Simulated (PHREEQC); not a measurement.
Make-up at 25 °C: 0.0052 mol/kgw H2SO4, 0.0056 mol/kgw FeSO4 and 0.06 mol/kgw Fe2(SO4)3. Closed to the air; pH follows from the charge balance.

Model: ion-association model, phreeqc.dat, run in PHREEQC.

No solid was allowed to form.

Q: Predict the pH, ionic strength.

A: pH 2.36; ionic strength 0.191 mol/kgw.

Q: In which forms is S present?

A: FeSO4+ 45 %, Fe(SO4)2- 26 %, SO4-2 23 %, HSO4- 4.0 %, FeHSO4+2 1.2 %, FeSO4 1.2 % of the S.

The solution is supersaturated, for example in Hematite (slow to form), Goethite (slow to form), so a real one may precipitate; this is no full list.
